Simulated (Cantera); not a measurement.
Counterflow diffusion flame

A counterflow diffusion flame at 68000 Pa, nozzles 20 mm apart: fuel side C₃H₈ : N₂ = 1 : 0.37 (molar parts) at 623 K, oxidiser side O₂ : N₂ = 0.27 : 0.73 (molar parts) at 423 K, fuel mass flux 1.1 times the oxidiser's; mixture-averaged transport, no radiation.

Detailed kinetics in Cantera: GRI-Mech 3.0 (53 species, 325 reactions). GRI-Mech 3.0 was tuned for natural gas; its chemistry of propane as a main component is partial and can be far from experiment. GRI-Mech 3.0 has no aromatics or soot, which form on the fuel side of real flames. The maximum strain rate includes the flame's own expansion and is several times the mean.

| oxidiser flux (kg/m²/s) | max strain (1/s) | mean strain (1/s) | T max (K) | peak x OH | peak x H | peak x NO | peak x CO | peak x C₂H₂ |
|---|---|---|---|---|---|---|---|---|
| 0.17 | 212 | 33.0 | 2243 | 0.0127 | 0.00702 | 0.000456 | 0.102 | 0.0528 |
| 0.22 | 266 | 42.7 | 2227 | 0.0126 | 0.00731 | 0.000427 | 0.101 | 0.0516 |
| 0.29 | 340 | 56.3 | 2213 | 0.0126 | 0.00765 | 0.000403 | 0.100 | 0.0505 |
| 0.38 | 433 | 73.8 | 2198 | 0.0125 | 0.00797 | 0.000376 | 0.0991 | 0.0491 |
| 0.5 | 554 | 97.1 | 2180 | 0.0123 | 0.00825 | 0.000347 | 0.0979 | 0.0476 |
| 0.65 | 702 | 126 | 2163 | 0.0121 | 0.00851 | 0.000318 | 0.0968 | 0.0461 |
| 0.85 | 895 | 165 | 2145 | 0.0118 | 0.00875 | 0.000287 | 0.0958 | 0.0444 |
| 1.1 | 1130 | 214 | 2129 | 0.0116 | 0.00898 | 0.000257 | 0.0952 | 0.0428 |
| 1.5 | 1490 | 291 | 2104 | 0.0111 | 0.00915 | 0.000218 | 0.0945 | 0.0404 |
x: mole fraction; the columns are a selection and need not sum to one.
